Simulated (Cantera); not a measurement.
A closed system holds: 1 mol Mg(OH)₂, 0.5 mol C, 0.13 mol H₂, equilibrated at 0.133 bar.

Cantera equilibrium calculation (NASA polynomials, part measured and part estimated; ideal gas, pure solids and liquids). Candidate condensed phases: C, C₆H₆, C₇H₈, C₈H₁₈, H₂O, Mg, MgCO₃, MgO, Mg(OH)₂; 116 gas species. Kinetics and transport are ignored. All values below are at 1125 K.

Base state: H₂ 0.476, H₂O 0.217, CO 0.217, CO₂ 0.0898 (mole fractions); condensed: MgO(s).

Question: What changes in the equilibrium state with this change: C from 0.5 to 0.15 mol?

Answer: 
```csv
species,before,after
H₂O,0.217,0.588
H₂,0.476,0.294
CO₂,0.0898,0.0756
CO,0.217,0.0416
"MgO(s), mol",1.00,1.00
```

Question: What changes in the equilibrium state with this change: C from 0.5 to 0.013 mol?

Answer: 
```tsv
species	before	after
H₂O	0.217	0.854
H₂	0.476	0.135
CO₂	0.0898	0.00969
CO	0.217	0.00168
MgO(s), mol	1.00	1.00
```
